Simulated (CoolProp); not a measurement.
A single-stage vapour-compression cycle with isobutene: evaporating at 291.15 K (dew point), condensing at 331.15 K (bubble point), superheat 10 K, subcooling 2 K, compressor efficiency 0.8, no pressure losses. Each further row changes one setting.

The numbers come from the reference Helmholtz-energy equation of state, Lemmon 2005 in CoolProp. It is a short technical equation, of lower accuracy than the large ones.

```json
[
 {"case": "as stated", "cooling COP": "(withheld)", "pressure ratio": "3.03", "discharge temperature (K)": "344.1", "refrigerating effect (kJ/kg)": "290", "volumetric capacity (kJ/m³)": "1710"},
 {"case": "evaporating temperature 296.15 K", "cooling COP": "5.86", "pressure ratio": "2.59", "discharge temperature (K)": "(withheld)", "refrigerating effect (kJ/kg)": "297", "volumetric capacity (kJ/m³)": "(withheld)"},
 {"case": "condensing temperature 326.15 K", "cooling COP": "5.79", "pressure ratio": "2.68", "discharge temperature (K)": "(withheld)", "refrigerating effect (kJ/kg)": "303", "volumetric capacity (kJ/m³)": "1790"},
 {"case": "subcooling 7 K", "cooling COP": "(withheld)", "pressure ratio": "3.03", "discharge temperature (K)": "344.1", "refrigerating effect (kJ/kg)": "303", "volumetric capacity (kJ/m³)": "1790"},
 {"case": "superheat 20 K", "cooling COP": "5.00", "pressure ratio": "3.03", "discharge temperature (K)": "354.0", "refrigerating effect (kJ/kg)": "307", "volumetric capacity (kJ/m³)": "(withheld)"},
 {"case": "compressor efficiency 0.7", "cooling COP": "(withheld)", "pressure ratio": "3.03", "discharge temperature (K)": "348.3", "refrigerating effect (kJ/kg)": "290", "volumetric capacity (kJ/m³)": "1710"}
]
```

Q: Complete the blanks.

A: 
- as stated, cooling COP: 4.93
- evaporating temperature 296.15 K, discharge temperature (K): 343.4
- evaporating temperature 296.15 K, volumetric capacity (kJ/m³): 2030
- condensing temperature 326.15 K, discharge temperature (K): 339.1
- subcooling 7 K, cooling COP: 5.15
- superheat 20 K, volumetric capacity (kJ/m³): 1740
- compressor efficiency 0.7, cooling COP: 4.31
